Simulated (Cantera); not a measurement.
Stirred combustor or abatement burner

A perfectly stirred reactor is fed with CH4 : O2 : N2 = 1 : 2.15 : 8.09 (molar parts), equivalence ratio 0.93, at 500000 Pa; it is adiabatic with a 375 K inlet, and is followed from long to short residence time, starting on the burning branch (τ in s: 0.029, 0.014, 0.007, 0.0034, 0.0017, 0.00082, 0.0004, 0.0002, 9.6e-05).

Cantera simulation using GRI-Mech 3.0 (53 species, 325 reactions); the numbers are that mechanism's predictions, not measurements.

```csv
τ (s),T (K),x CH4,x O2,x H2O2,x N2O,x CH2
0.029,2233,4.02e-6,0.0142,1.85e-7,4.33e-7,1.18e-7
0.014,2229,7.70e-6,0.0146,1.98e-7,4.59e-7,2.33e-7
0.0070,2222,1.38e-5,0.0151,2.18e-7,4.96e-7,4.34e-7
0.0034,2209,2.43e-5,0.0158,2.51e-7,5.46e-7,7.96e-7
0.0017,2191,4.07e-5,0.0168,3.01e-7,5.93e-7,1.37e-6
0.00082,2164,6.92e-5,0.0183,3.75e-7,6.22e-7,2.31e-6
0.00040,2130,0.000117,0.0201,4.76e-7,6.22e-7,3.74e-6
0.00020,2088,0.000201,0.0225,6.04e-7,5.98e-7,5.80e-6
9.6e-5,2032,0.000378,0.0259,7.83e-7,5.53e-7,9.15e-6
```
x: mole fraction; the columns are a selection and need not sum to one.
